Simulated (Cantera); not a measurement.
A closed system holds: 1 mol Cu2O, 3.8 mol C, 0.011 mol CO, equilibrated at 2.10 mbar.

Cantera equilibrium calculation (NASA polynomials, part measured and part estimated; ideal gas, pure solids and liquids). Candidate condensed phases: C, Cu, CuO, Cu2O; 15 gas species. Equilibrium is a limit: real reactors are often held back by kinetics, nucleation or transport. All values below are at 1302 °C.

Base state: CO 0.987, Cu 0.0130 (mole fractions); condensed: C(graphite) + Cu(l).

Q: What changes in the equilibrium state with this change: pressure from 2.10 mbar to 10.0 mbar?

A: 
```csv
species,before,after
CO,0.987,0.997
Cu,0.0130,0.00273
"C(graphite), mol",2.80,2.80
"Cu(l), mol",1.99,2.00
```
